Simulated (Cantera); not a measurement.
**Ignition delay**

Mixture: CH4 : H2 : O2 : N2 = 1 : 0.037 : 1.26 : 4.74 (molar parts), at 233 Torr, adiabatic and at constant pressure. Ignition delay is the time to a rise of 400 K.

Model: GRI-Mech 3.0 (53 species, 325 reactions), integrated in Cantera.

| T0 (K) | delay (ms) |
|---|---|
| 1173 | 144 |
| 1223 | 71.5 |
| 1273 | 36.7 |
| 1323 | 19.4 |
| 1373 | 10.7 |
| 1423 | 6.13 |
| 1473 | 3.67 |

| Property | Result |
|---|---|
| apparent activation energy between 1373 and 1473 K | 180 kJ/mol |
